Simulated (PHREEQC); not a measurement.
Make-up at 25 °C: 3.8 mmol/kgw Ca(OH)2. Closed to the air; pH follows from the charge balance.

Equilibrium calculation in PHREEQC: ion-association model, phreeqc.dat.

Precipitation was switched off in this run.

Problem. What pH, specific conductance does the model give?

Solution. pH 11.81; specific conductance 1710 µS/cm.

Problem. In which forms is Ca present?

Solution. Ca+2 93 %, CaOH+ 7.3 % of the Ca.

Species that the database lacks are ignored.
